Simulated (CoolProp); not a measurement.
Saturated liquid density (kg/m³) of dimethyl carbonate: the reference equation beside estimates from Tc = 557.0 K, pc = 4.909 MPa, ω = 0.346. Rackett uses Z = 0.29056 − 0.08775 ω.

The numbers come from the reference Helmholtz-energy equation of state, Zhou 2011 in CoolProp.

```tsv
T (K)	reference	Rackett	van der Waals	Redlich-Kwong	Soave-Redlich-Kwong	Peng-Robinson
372.4	960.8	979.7	559.5	815.7	858.6	970.7
382.4	946.2	964.6	551.3	801.3	845.2	956.1
392.4	931.2	949.1	542.8	786.3	831.1	940.8
402.5	915.7	933.1	534.0	770.5	816.2	924.4
412.5	900.1	916.7	524.9	754.3	800.6	907.2
422.5	884.0	899.9	515.5	737.4	784.1	889.0
432.5	867.4	882.4	505.6	719.7	766.7	869.6
442.5	850.3	864.3	495.4	701.2	748.2	848.9
452.5	832.6	845.4	484.6	681.8	728.5	826.9
462.5	814.1	825.7	473.3	661.4	707.5	803.2
472.5	794.7	804.9	461.3	639.8	685.1	777.6
482.6	773.9	782.6	448.4	616.7	660.6	749.7
492.6	752.0	759.0	434.7	592.2	634.3	719.5
502.6	728.1	733.5	420.0	565.7	605.6	686.2
512.6	701.7	705.4	403.7	536.9	573.8	649.2
```

Absolute difference from the reference over all 15 rows, mean and median: Rackett 1.5 and 1.6 %, van der Waals 41.9 and 41.8 %, Redlich-Kwong 18.2 and 17.5 %, Soave-Redlich-Kwong 12.9 and 12.0 %, Peng-Robinson 2.0 and 1.0 %.
